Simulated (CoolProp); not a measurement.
A simple Rankine cycle with R142b: condensing at 313.15 K, boiler at 1.28 MPa, turbine inlet 469 K, turbine efficiency 0.8, pump efficiency 0.8, no recuperator. Each further row changes one setting.

Model: reference Helmholtz-energy equation of state, Lemmon 2006, in CoolProp. It is a short technical equation, of lower accuracy than the large ones.

| case | thermal efficiency (%) | net work (kJ/kg) | heat in (kJ/kg) | turbine exit temperature (K) | volume ratio over the turbine |
|---|---|---|---|---|---|
| as stated | 7.1 | 24.5 | 344 | 440.2 | 2.39 |
| condensing temperature 305.15 K | 8.6 | 30.6 | 355 | 433.4 | 2.97 |
| boiler pressure 0.896 MPa | 4.4 | 15.2 | 348 | 452.0 | 1.68 |
| turbine efficiency 0.7 | 6.2 | 21.3 | 344 | 443.2 | 2.41 |
